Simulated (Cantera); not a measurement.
Input (Python, Cantera):

```python
import numpy as np
import cantera as ct

gas = ct.Solution("gri30.yaml")
gas.TPX = 423, 60000, {'CH4': 1, 'O2': 1.54, 'N2': 5.78}
inlet = ct.Reservoir(gas, clone=True)
gas.equilibrate("HP")  # start burning
reactor = ct.IdealGasConstPressureReactor(gas, energy="on", clone=False)
exhaust = ct.Reservoir(gas, clone=True)
tau = [0.031, 0.013, 0.0059, 0.0026, 0.0011, 0.00048, 0.00021, 9.1e-05, 4e-05, 1.7e-05, 7.5e-06, 3.3e-06][0]
for a, b in ((inlet, reactor), (reactor, exhaust)):
    ct.MassFlowController(a, b, mdot=lambda t: reactor.mass / tau)
net = ct.ReactorNet([reactor])
show = ['CH4', 'O2', 'H', 'H2O2', 'O', 'CO']

rows = []
print(f"{'tau/s':>10s}{'T/K':>9s}" + "".join(f"{s:>11s}" for s in show))
for tau in [0.031, 0.013, 0.0059, 0.0026, 0.0011, 0.00048, 0.00021, 9.1e-05, 4e-05, 1.7e-05, 7.5e-06, 3.3e-06]:
    net.initial_time = 0.0
    net.advance(30 * tau)
    before = gas.X
    net.advance(40 * tau)
    drift = np.max(np.abs(gas.X - before) / (gas.X + 1e-9))
    rows.append([gas.T, *gas[show].X, drift])
    print(f"{tau:10.3e}{gas.T:9.1f}" + "".join(f"{x:11.3e}" for x in gas[show].X))
```

It prints:

```
     tau/s      T/K        CH4         O2          H       H2O2          O         CO
 3.100e-02   2105.0  2.932e-05  4.026e-04  4.073e-03  1.694e-08  1.415e-04  6.148e-02
 1.300e-02   2089.1  4.648e-05  6.937e-04  5.327e-03  2.500e-08  2.363e-04  6.147e-02
 5.900e-03   2071.3  7.622e-05  1.115e-03  6.616e-03  3.424e-08  3.556e-04  6.156e-02
 2.600e-03   2049.8  1.381e-04  1.806e-03  7.955e-03  4.581e-08  5.039e-04  6.186e-02
 1.100e-03   2023.5  2.839e-04  3.062e-03  9.073e-03  6.099e-08  6.588e-04  6.270e-02
 4.800e-04   1989.0  6.398e-04  5.535e-03  9.451e-03  8.477e-08  7.681e-04  6.470e-02
 2.100e-04   1915.8  1.921e-03  1.264e-02  7.997e-03  1.669e-07  7.362e-04  6.995e-02
 9.100e-05    423.0  1.202e-01  1.851e-01 -1.019e-29 -1.399e-19 -9.861e-23 -2.380e-15
 4.000e-05    423.0  1.202e-01  1.851e-01 -2.735e-31 -4.256e-21 -2.870e-24 -7.237e-17
 1.700e-05    423.0  1.202e-01  1.851e-01 -8.632e-34 -1.138e-23 -7.514e-27 -1.935e-19
 7.500e-06    423.0  1.202e-01  1.851e-01 -6.101e-35 -7.189e-25 -4.725e-28 -1.222e-20
 3.300e-06    423.0  1.202e-01  1.851e-01 -4.872e-36 -4.541e-26 -2.979e-29 -7.721e-22
```

Model: GRI-Mech 3.0 (53 species, 325 reactions), integrated in Cantera.
